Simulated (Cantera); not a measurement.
## Fluorocarbon and chlorocarbon gases: c-C4F8 + CH4

Charge: 1 mol c-C4F8, 0.17 mol CH4, at 1330 Pa.

Equilibrium computed with Cantera from the NASA thermochemical tables; the gas is ideal and each condensed phase is pure. Candidate condensed phases: C, C6H6, C7H8, C8H18; 95 gas species. The feed counts by its element totals alone. The tables' values for C2F4 are old estimates; treat these amounts as uncertain. Gases not in the tables: C2F6 and larger saturated fluorocarbons. Rates play no part.

| T (K) | x CF4 | x F | x CF2 | x HF | x CF | x CF3 | n C(graphite) |
|---|---|---|---|---|---|---|---|
| 1150 | 0.729 | 2.06e-8 | 3.35e-7 | 0.271 | <1e-12 | 2.83e-7 | 2.34 |
| 1300 | 0.729 | 9.37e-7 | 9.98e-6 | 0.271 | 1.92e-11 | 4.42e-6 | 2.34 |
| 1450 | 0.729 | 1.94e-5 | 0.000146 | 0.271 | 2.00e-9 | 3.89e-5 | 2.34 |
| 1600 | 0.728 | 0.000227 | 0.00128 | 0.271 | 8.68e-8 | 0.000226 | 2.34 |
| 1750 | 0.720 | 0.00174 | 0.00762 | 0.269 | 1.95e-6 | 0.000964 | 2.33 |
| 1900 | 0.689 | 0.00962 | 0.0335 | 0.264 | 2.65e-5 | 0.00317 | 2.30 |
| 2050 | 0.593 | 0.0402 | 0.111 | 0.247 | 0.000237 | 0.00803 | 2.21 |
| 2200 | 0.381 | 0.128 | 0.268 | 0.207 | 0.00145 | 0.0141 | 1.99 |
| 2350 | 0.128 | 0.295 | 0.403 | 0.154 | 0.00589 | 0.0136 | 1.74 |
| 2500 | 0.0188 | 0.484 | 0.354 | 0.121 | 0.0158 | 0.00639 | 1.95 |
| 2650 | 0.00174 | 0.633 | 0.226 | 0.105 | 0.0319 | 0.00197 | 2.47 |
x: gas mole fraction; n: condensed amount in mol.

From 1150 K to 2650 K the condensed part is C(graphite). The main C-bearing gas is CF4 at 1150 K and CF2 at 2650 K. The share of C in condensed phases is highest at 2650 K (59.2 %) and lowest at 2350 K (41.8 %).
